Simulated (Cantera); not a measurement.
Feed: 1 mol CH3SiCl3, 1.1 mol H2, held at 133 Pa.

Equilibrium computed with Cantera from the NASA thermochemical tables; the gas is ideal and each condensed phase is pure. Candidate condensed phases: C, C6H6, C7H8, C8H18, Si, SiC; 109 gas species. The feed counts by its element totals alone. The tables' values for SiCl3 are old estimates; treat these amounts as uncertain. Equilibrium is a limit: real reactors are often held back by kinetics, nucleation or transport. All values below are at 1400 K.

Base state: HCl 0.665, H2 0.306, SiCl2 0.0205, SiCl3 0.00447, SiCl4 0.00415, SiHCl3 0.000135, Cl 0.000132, H 7.36e-5 (mole fractions); condensed: C(graphite) + SiC(s).

Problem. What changes in the equilibrium state with this change: CH3SiCl3 replaced by (CH3)2SiCl2?

Solution. 
| species | before | after |
|---|---|---|
| H2 | 0.306 | 0.612 |
| HCl | 0.665 | 0.384 |
| SiCl2 | 0.0205 | 0.00341 |
| SiCl4 | 0.00415 | 0.000115 |
| SiCl3 | 0.00447 | 0.000304 |
| SiHCl3 | 0.000135 | 1.30e-5 |
| Cl | 0.000132 | 5.38e-5 |
| H | 7.36e-5 | 0.000104 |
| C(graphite), mol | 0.119 | 1.02 |
| SiC(s), mol | 0.881 | 0.980 |

Problem. What changes in the equilibrium state with this change: H2 from 1.1 to 440 mol?

Solution. 
| species | before | after |
|---|---|---|
| H2 | 0.306 | 0.993 |
| HCl | 0.665 | 0.00677 |
| H | 7.36e-5 | 0.000133 |
| SiCl2 | 0.0205 | 2.16e-6 |
| SiCl4 | 0.00415 | <1e-9 |
| SiCl3 | 0.00447 | 2.66e-9 |
| C(graphite), mol | 0.119 | 0 |
| SiC(s), mol | 0.881 | 0.999 |
